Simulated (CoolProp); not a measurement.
Vapour-liquid equilibrium of n-hexane (1) + ethylbenzene (2) at 39.35 °C; x and y are mole fractions of (1).

The numbers come from the multi-fluid Helmholtz-energy mixture model, Thol 2019 and Zhou 2012; pair parameters Bell 2016 in CoolProp.

```tsv
x	bubble pressure (bar)	y at the bubble point	dew pressure at overall composition x (bar)	liquid density (mol/L)
0.05	0.05304	0.500	0.02920	7.980
0.15	0.09768	0.754	0.03244	7.929
0.25	0.1362	0.841	0.03650	7.876
0.35	0.1704	0.886	0.04171	7.823
0.45	0.2016	0.915	0.04864	7.768
0.55	0.2309	0.937	0.05832	7.712
0.65	0.2593	0.954	0.07276	7.655
0.75	0.2877	0.968	0.09650	7.596
0.85	0.3168	0.981	0.1421	7.537
0.95	0.3474	0.994	0.2528	7.476
```

No azeotrope shows between x = 0.05 and 0.95.

Pair parameters are fitted to limited data, so mixtures are less certain than the pure fluids.
